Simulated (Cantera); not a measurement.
# Silicon oxide and oxynitride deposition: Si₂H₆ + NO + N₂ + N₂O

Input: 1 mol Si₂H₆, a varied amount of NO, 63 mol N₂, 0.1 mol N₂O, at 648 K and 1330 Pa.

Method: chemical equilibrium by Gibbs-energy minimisation in Cantera with the NASA 1993 tables (ideal gas, pure condensed phases). Candidate condensed phases: H₂O, Si, SiO₂, Si₂N₂O, Si₃N₄; 35 gas species. The feed counts by its element totals alone. The numbers say what is thermodynamically allowed, not how fast it happens.

From 1.4 mol NO to 3.4 mol NO the condensed part is SiO₂(α-quartz) + Si₂N₂O(s). From 3.9 mol NO to 7.4 mol NO the condensed part is SiO₂(α-quartz).

```csv
n(NO) (mol),x N₂,x H₂,x H₂O,x O₂,n SiO₂(α-quartz),n Si₂N₂O(s)
1.4,0.955,0.0455,8.90e-8,<1e-12,0.333,0.833
1.9,0.955,0.0452,8.85e-8,<1e-12,0.667,0.667
2.4,0.955,0.0449,8.79e-8,<1e-12,1.000,0.500
2.9,0.955,0.0446,8.74e-8,<1e-12,1.33,0.333
3.4,0.956,0.0444,8.68e-8,<1e-12,1.67,0.167
3.9,0.956,0.0441,8.63e-8,<1e-12,2.00,0
4.4,0.956,0.0366,0.00732,<1e-12,2.00,0
4.9,0.956,0.0292,0.0146,<1e-12,2.00,0
5.4,0.956,0.0218,0.0218,<1e-12,2.00,0
5.9,0.957,0.0145,0.0290,<1e-12,2.00,0
6.4,0.957,0.00721,0.0361,<1e-12,2.00,0
6.9,0.957,1.85e-12,0.0431,3.24e-12,2.00,0
7.4,0.954,<1e-12,0.0428,0.00357,2.00,0
```
x: gas mole fraction; n: condensed amount in mol.
